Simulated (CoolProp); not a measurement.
Vapour-liquid equilibrium of propylene (1) + benzene (2) at 322 K; x and y are mole fractions of (1).

The numbers come from the multi-fluid Helmholtz-energy mixture model, Lemmon 2013 and Thol 2012; pair parameters Bell 2016 in CoolProp.

Question: Give the bubble pressure and the first vapour's composition at x = 0.2, 0.65, 0.8. Is there an azeotrope?

Answer: x = 0.2: 5.419 bar, y = 0.938; x = 0.65: 13.33 bar, y = 0.980; x = 0.8: 15.74 bar, y = 0.987. No azeotrope shows between x = 0.05 and 0.95.

The pair parameters rest on a limited set of measurements; away from them the model extrapolates. The gap from Raoult's law changes sign with composition, which may be real or a fault of the pair parameters; it wasn't checked against measurements.
